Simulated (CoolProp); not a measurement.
The fluid at 293.15 K and 0.73 MPa flows at 0.29 m/s in a round tube of 20 mm bore and 45 µm roughness, fully developed (64/Re and Nu = 3.66 if laminar; Colebrook and Gnielinski if turbulent). The same conditions are run with several fluids, on thermodynamics alone (safety and materials aside).

The numbers come from the reference Helmholtz-energy equation of state of each fluid (water: Wagner 2002; R123: Younglove 1994; R245fa: Akasaka 2015; methanol: de Reuck 1993; n-nonane: Lemmon 2006) in CoolProp.

Problem. Rank water, R123, R245fa, methanol, n-nonane by Reynolds number, highest first.

Solution. R123 (19200), R245fa (18600), methanol (7810), n-nonane (5930), water (5780)

| fluid | Darcy friction factor | pressure drop (Pa/m) | heat-transfer coefficient (W/(m² K)) | mass flow (kg/h) |
|---|---|---|---|---|
| water | 0.0385 | 80.7 | 1440 | 327 |
| R123 | 0.0304 | 94.5 | 571 | 485 |
| R245fa | 0.0306 | 87.0 | 668 | 444 |
| methanol | 0.0359 | 59.8 | 672 | 260 |
| n-nonane | 0.0382 | 57.8 | 384 | 236 |

Transport values come from each fluid's own correlations; those of R245fa are estimates that may be off by 10 % or more.
